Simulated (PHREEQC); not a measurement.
Dissolve 4.2 mmol/kgw HCl, 2.7 mmol/kgw NiSO4 and 3.7 mmol/kgw Fe2(SO4)3 at 15 °C. Closed to the air; pH follows from the charge balance.

The numbers come from PHREEQC with the ion-association model, wateq4f.dat.

This is a speciation only: nothing precipitates in the calculation.

Q: Estimate the pH.

A: pH 2.49.

Q: In which forms is S present?

A: FeSO4+ 43 %, SO4-2 40 %, HSO4- 6.6 %, Fe(SO4)2- 5.5 %, NiSO4 4.4 %, FeHSO4+2 0.6 % of the S.

The solution is supersaturated, for example in Hematite (slow to form), Goethite (slow to form), so a real one may precipitate; this is no full list.
